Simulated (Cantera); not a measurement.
Adiabatic ignition

An adiabatic, constant-volume homogeneous reactor starts with H2 : O2 : N2 : H2O = 0.56 : 0.278 : 1.04 : 0.57 (molar parts), at 1200 K and 18800 Torr.

Computed with Cantera and the H2/O2 subset of GRI-Mech 3.0, which has no nitrogen chemistry. The hydrogen kinetics of GRI-Mech 3.0 are dated; newer H2 mechanisms differ, most at raised pressure. The pressure lies above the range GRI-Mech 3.0 was tuned for (to about 10 atm).

| t (s) | T (K) | P (bar) | x H2 | x O2 | x H2O | x H2O2 | x H | x HO2 | x O |
|---|---|---|---|---|---|---|---|---|---|
| 1.00e-6 | 1200 | 25.0 | 0.229 | 0.114 | 0.233 | 1.65e-9 | 4.92e-10 | 9.42e-8 | 7.37e-11 |
| 3.88e-6 | 1200 | 25.0 | 0.229 | 0.114 | 0.233 | 2.36e-8 | 6.46e-10 | 3.75e-7 | 9.68e-11 |
| 1.51e-5 | 1200 | 25.0 | 0.229 | 0.114 | 0.233 | 3.11e-7 | 1.69e-9 | 1.74e-6 | 2.54e-10 |
| 5.84e-5 | 1200 | 25.0 | 0.229 | 0.114 | 0.233 | 8.07e-6 | 2.28e-8 | 2.16e-5 | 3.42e-9 |
| 0.000227 | 2785 | 52.1 | 0.0185 | 0.00574 | 0.490 | 3.27e-6 | 0.00147 | 1.11e-5 | 0.000540 |
| 0.000879 | 2785 | 52.1 | 0.0185 | 0.00574 | 0.490 | 3.27e-6 | 0.00147 | 1.11e-5 | 0.000540 |
| 0.00341 | 2785 | 52.1 | 0.0185 | 0.00574 | 0.490 | 3.27e-6 | 0.00147 | 1.11e-5 | 0.000540 |
| 0.0132 | 2785 | 52.1 | 0.0185 | 0.00574 | 0.490 | 3.27e-6 | 0.00147 | 1.11e-5 | 0.000540 |
| 0.0514 | 2785 | 52.1 | 0.0185 | 0.00574 | 0.490 | 3.27e-6 | 0.00147 | 1.11e-5 | 0.000540 |
| 0.199 | 2785 | 52.1 | 0.0185 | 0.00574 | 0.490 | 3.27e-6 | 0.00147 | 1.11e-5 | 0.000540 |
| 0.773 | 2785 | 52.1 | 0.0185 | 0.00574 | 0.490 | 3.27e-6 | 0.00147 | 1.11e-5 | 0.000540 |
| 3.00 | 2785 | 52.1 | 0.0185 | 0.00574 | 0.490 | 3.27e-6 | 0.00147 | 1.11e-5 | 0.000540 |
x: mole fraction; the columns are a selection and need not sum to one.

```json
{
 "time_of_steepest_temperature_rise": "0.191 ms",
 "temperature at 3.00 s": "2785 K",
 "equilibrium_temperature": "2785 K",
 "x(H2) at 3.00 s": "0.0185 (gas-phase equilibrium 0.0185)",
 "x(O2) at 3.00 s": "0.00574 (gas-phase equilibrium 0.00574)",
 "x(H2O) at 3.00 s": "0.490 (gas-phase equilibrium 0.490)"
}
```
